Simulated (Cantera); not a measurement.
Feed: 1 mol c-C4F8, 0.035 mol F2, 12 mol H2, at 2800 Pa.

These are equilibrium values from Cantera (NASA tables, ideal gas, pure condensed phases), not measurements of a reactor. Candidate condensed phases: C, C6H6, C7H8, C8H18; 95 gas species. The feed counts by its element totals alone. Rates play no part.

Problem. Which condensed phases are stable at each of these points (T (°C)): 2125, 2275, 2425, 2575, 2725, 2875, 3025?

Solution. 
| T (°C) | condensed phases | C condensed (%) |
|---|---|---|
| 2125 | C(graphite) | 97.4 |
| 2275 | C(graphite) | 95.2 |
| 2425 | C(graphite) | 91.8 |
| 2575 | C(graphite) | 85.0 |
| 2725 | C(graphite) | 63.9 |
| 2875 | gas only | 0.0 |
| 3025 | gas only | 0.0 |

From 2125 °C to 2725 °C the condensed part is C(graphite). From 2875 °C to 3025 °C nothing is condensed.
